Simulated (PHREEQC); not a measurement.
Consider water at 25 °C with 1.7 mol/kgw KOH. Closed to the air; pH follows from the charge balance.

Model: ion-association model, phreeqc.dat, run in PHREEQC.

This is a speciation only: nothing precipitates in the calculation.

Q: What pH, activity of water, density does the model give?

A: pH 13.98; activity of water 0.942; density 1.075 g/cm³.

Caution: at this ionic strength the ion-association model is outside its range; a Pitzer model would be the better tool where its parameters exist. Complexes and solids missing from the database can't appear.
